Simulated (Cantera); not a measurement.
A freely propagating, adiabatic, planar premixed flame of 6.41 % CH4, 2.18 % CO, 16.4 % O2, 75.0 % N2, equivalence ratio 0.85, unburnt at 500 K and 500000 Pa; mixture-averaged transport, grid criteria slope 0.08 and curve 0.16, no radiation.

Model: GRI-Mech 3.0 (53 species, 325 reactions), integrated in Cantera. Burning velocities carry a grid error of a few per cent, more on coarse grids.

### Question
Predict: laminar burning velocity; thermal thickness; peak x(CH2O); peak x(C2H4); peak x(HCO).

### Answer
| Item | Value |
|---|---|
| laminar burning velocity | 28.3 cm/s |
| thermal thickness | 0.171 mm |
| peak x(CH2O) | 0.000980 |
| peak x(C2H4) | 0.000328 |
| peak x(HCO) | 9.14e-6 |
